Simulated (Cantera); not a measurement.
Feed: 1 mol PbO, 0.19 mol O2, 0.19 mol N2, equilibrated at 17.3 Torr.

These are equilibrium values from Cantera (NASA tables, ideal gas, pure condensed phases), not measurements of a reactor. Candidate condensed phases: Pb, PbO, PbO2, Pb3O4; 12 gas species. Gases not in the tables: (PbO)n polymers. Kinetics and transport are ignored.

Task: Which condensed phases are stable at each of these points (T (K)): 1050, 1100, 1150, 1200, 1250, 1300, 1350, 1400, 1450?

Result: 
```
T (K)  condensed phases  Pb condensed (%)
-----  ----------------  ----------------
1050        PbO(yellow)             100.0
1100        PbO(yellow)             100.0
1150        PbO(yellow)             100.0
1200             PbO(l)              99.9
1250             PbO(l)              99.7
1300             PbO(l)              99.2
1350             PbO(l)              98.2
1400             PbO(l)              95.8
1450             PbO(l)              90.1
```

From 1050 K to 1150 K the condensed part is PbO(yellow). From 1200 K to 1450 K the condensed part is PbO(l).
